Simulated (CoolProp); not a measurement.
Vapour-liquid equilibrium of 1-butene (1) + acetone (2) at 339.2 K; x and y are mole fractions of (1).

Model: multi-fluid Helmholtz-energy mixture model, Lemmon 2005 and Lemmon 2006; pair parameters Bell 2016, in CoolProp.

```
x     bubble pressure, mixture model (kPa)  bubble pressure, Raoult's law (kPa)  y, mixture model  y, Raoult's law
----  ------------------------------------  -----------------------------------  ----------------  ---------------
0.05                                 224.0                                177.7             0.383            0.247
0.15                                 366.8                                251.4             0.643            0.524
0.25                                 478.0                                325.1             0.742            0.675
0.35                                 561.9                                398.8                 ?            0.770
0.45                                 625.8                                472.5                 ?            0.836
0.55                                 676.8                                546.2             0.852            0.884
0.65                                     ?                                619.9                 ?            0.920
0.75                                     ?                                693.6                 ?            0.949
0.85                                 808.6                                767.3                 ?            0.972
0.95                                 854.7                                841.0             0.973            0.992
```

Q: Complete the blanks.

A: 
- 0.35, y, mixture model: 0.794
- 0.45, y, mixture model: 0.827
- 0.65, bubble pressure, mixture model (kPa): 721.4
- 0.65, y, mixture model: 0.876
- 0.75, bubble pressure, mixture model (kPa): 764.3
- 0.75, y, mixture model: 0.901
- 0.85, y, mixture model: 0.931

The largest gap from Raoult's law is +47.0 % in bubble pressure, at x = 0.25. No azeotrope shows between x = 0.05 and 0.95.

The pair parameters rest on a limited set of measurements; away from them the model extrapolates.
